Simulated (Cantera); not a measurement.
Input: 1 mol FeS, 160 mol H2, held at 850 °C and 45.0 mbar.

Equilibrium computed with Cantera from the NASA thermochemical tables; the gas is ideal and each condensed phase is pure. Candidate condensed phases: Fe, FeS, FeS2, S; 8 gas species. Mutual solubility and eutectic melting of coexisting phases are not modelled. FeS: taken at fixed stoichiometry. Equilibrium is a limit: real reactors are often held back by kinetics, nucleation or transport.

Base state: H2 0.997, H2S 0.00265 (mole fractions); condensed: Fe(α) + FeS(s).

**Question.** What changes in the equilibrium state with this change: FeS replaced by Al2O3?

**Answer.** 
```tsv
species	before	after
H2	0.997	1.00
H2S	0.00265	0
Fe(α), mol	0.425	0
FeS(s), mol	0.575	0
Al2O3(s), mol	0	1.00
```
Further candidate phases: Al, Al2O3, H2O.
